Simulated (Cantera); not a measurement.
Input: 1 mol BN, 0.83 mol Cl₂, 13 mol H₂, equilibrated at 1775 °C and 0.100 bar.

Equilibrium computed with Cantera from the NASA thermochemical tables; the gas is ideal and each condensed phase is pure. Candidate condensed phases: B, BN, NH₄Cl; 21 gas species. The tables' values for BCl, BCl₂, BH₂ are old estimates; treat these amounts as uncertain. Rates play no part.

Base state: H₂ 0.871, HCl 0.108, BCl 0.00820, H 0.00661, N₂ 0.00459, Cl 0.000610, BCl₂ 0.000494, BH₂ 0.000384 (mole fractions); condensed: BN(s).

Task: What changes in the equilibrium state with this change: Cl₂ from 0.83 to 1.6 mol?

Result: 
| species | before | after |
|---|---|---|
| H₂ | 0.871 | 0.773 |
| HCl | 0.108 | 0.197 |
| BCl | 0.00820 | 0.0125 |
| BCl₃ | 9.60e-5 | 0.000544 |
| BCl₂ | 0.000494 | 0.00145 |
| BN(s), mol | 0.871 | 0.781 |
Gases not in the tables: BHCl₂.
